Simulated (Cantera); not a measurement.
## Stirred combustor or abatement burner

A perfectly stirred reactor is fed with C2H4 : O2 : N2 : H2O = 1 : 3.41 : 21.5 : 5 (molar parts), equivalence ratio 0.88, at 0.632 atm; it is adiabatic with a 775 K inlet, and is followed from long to short residence time, starting on the burning branch (τ in s: 0.21, 0.084, 0.033, 0.013, 0.005, 0.0019, 0.00076, 0.0003, 0.00012, 4.5e-05, 1.8e-05, 6.9e-06).

Computed with Cantera and GRI-Mech 3.0 (53 species, 325 reactions). GRI-Mech 3.0 was tuned for natural gas; its chemistry of ethylene as a main component is partial and can be far from experiment.

```
τ (s)    T (K)    x C2H4    x O2  x H2O       x O       x H
-------  -----  --------  ------  -----  --------  --------
0.21      1875   2.55e-6  0.0139  0.224  0.000132   9.83e-5
0.084     1863   4.74e-6  0.0144  0.223  0.000218  0.000204
0.033     1844   8.67e-6  0.0153  0.221  0.000369  0.000431
0.013     1816   1.58e-5  0.0166  0.219  0.000614  0.000879
0.0050    1776   2.98e-5  0.0185  0.216  0.000990   0.00170
0.0019    1724   6.03e-5  0.0210  0.212   0.00148   0.00298
0.00076   1664  0.000131  0.0242  0.208   0.00195   0.00441
0.00030   1584  0.000354  0.0297  0.205   0.00207   0.00519
0.00012    775    0.0324   0.110  0.162    <1e-12    <1e-12
4.5e-5     775    0.0324   0.110  0.162    <1e-12    <1e-12
1.8e-5     775    0.0324   0.110  0.162    <1e-12    <1e-12
6.9e-6     775    0.0324   0.110  0.162    <1e-12    <1e-12
```
x: mole fraction; the columns are a selection and need not sum to one.
